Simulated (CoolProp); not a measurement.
Computed with CoolProp (reference Helmholtz-energy equation of state, Colonna 2008). It is a short technical equation, of lower accuracy than the large ones.

For dodecamethylcyclohexasiloxane (D6), give the phase and the cp (kJ/(kg K)), cv (kJ/(kg K)), isothermal compressibility (1/MPa), expansivity (1/kK) at 620 K and 874 kPa.


- 620 K and 874 kPa: liquid; cp 2.38, cv 1.98, isothermal compressibility 0.132, expansivity 6.64
